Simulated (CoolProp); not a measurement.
A simple Rankine cycle with n-pentane: condensing at 322.15 K, boiler at 1.7 MPa, turbine inlet 467.1 K, turbine efficiency 0.85, pump efficiency 0.6, no recuperator. Each further row changes one setting.

The numbers come from the reference Helmholtz-energy equation of state, Thol 2019 in CoolProp.

```csv
case,thermal efficiency (%),net work (kJ/kg),heat in (kJ/kg),turbine exit temperature (K),volume ratio over the turbine
as stated,14.4,88.4,614,411.0,11.9
turbine inlet 487.1 K,14.2,94.5,667,432.4,11.5
condensing temperature 314.15 K,15.5,98.2,633,406.1,15.3
boiler pressure 1.19 MPa,12.6,79.4,629,421.9,7.87
turbine efficiency 0.75,12.6,77.5,614,416.0,12.0
```
